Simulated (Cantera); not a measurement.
A closed system holds: 1 mol Si, 6.9 mol F2, 0.69 mol N2, 0.00088 mol Cl2, equilibrated at 0.133 bar.

These are equilibrium values from Cantera (NASA tables, ideal gas, pure condensed phases), not measurements of a reactor. Candidate condensed phases: Si, Si3N4; 24 gas species. Rates play no part.

log p: log10 of the partial pressure in bar; nothing condenses.

```
T (K)  log p F  log p F2  log p NF3  log p SiF4  log p N2
-----  -------  --------  ---------  ----------  --------
473      -6.31     -1.14      -1.45       -1.59      <-12
623      -4.16     -1.14      -1.45       -1.59     -6.97
773      -2.83     -1.13      -1.50       -1.60     -2.83
923      -1.90     -1.07      -2.40       -1.70     -1.93
1073     -1.33     -1.23      -3.67       -1.78     -1.94
1223     -1.05     -1.66      -5.12       -1.87     -2.03
1373     -0.97         …          …       -1.92     -2.08
1523     -0.95         …          …       -1.93     -2.09
1673     -0.95     -3.37      -9.15       -1.93     -2.10
```

What belongs in the gaps?


- 1373, log p F2: -2.27
- 1373, log p NF3: -6.65
- 1523, log p F2: -2.86
- 1523, log p NF3: -8.01
